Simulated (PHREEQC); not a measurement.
Solution (23 °C): 4.7 mol KOH, 0.99 mol NaHCO3 and 4.2 mol NaCl per kg of water. Closed to the air; pH follows from the charge balance.

Equilibrium calculation in PHREEQC: Pitzer model, pitzer.dat.

Each row changes one thing in this solution. Precipitation was switched off in this run.

| case | pH | ionic strength (mol/kgw) |
|---|---|---|
| as made | 15.29 | 10.9 |
| NaCl left out | 15.27 | 6.68 |
| NaHCO3 from 0.99 to 0.198 mol/kgw | (withheld) | (withheld) |
| temperature from 23 to 35 °C | 14.86 | 10.9 |
| NaHCO3 left out | 15.35 | (withheld) |

What belongs in the gaps?


- NaHCO3 from 0.99 to 0.198 mol/kgw, pH: 15.34
- NaHCO3 from 0.99 to 0.198 mol/kgw, ionic strength (mol/kgw): 9.30
- NaHCO3 left out, ionic strength (mol/kgw): 8.90

Some of these states are supersaturated (in Sylvite, for instance). In brines, pH and single-ion activities rest on the MacInnes convention.
